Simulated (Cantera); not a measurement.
Charge: 1 mol KCl, 0.42 mol HCl, 0.32 mol N2, 33 mol H2, equilibrated at 552 °C and 248 Torr.

These are equilibrium values from Cantera (NASA tables, ideal gas, pure condensed phases), not measurements of a reactor. Candidate condensed phases: K, KCl, NH4Cl; 17 gas species. Rates play no part.

Problem. What is the equilibrium state?

Solution. 
- x(H2) = 0.978
- x(HCl) = 0.0124
- x(N2) = 0.00945
- x(NH3) = 7.26e-5
- x(KCl) = 1.87e-6
- n(KCl(s)) = 1.000 mol
- gas amount = 33.74 mol
- log10 activity of K(l) (absent) = -14.20
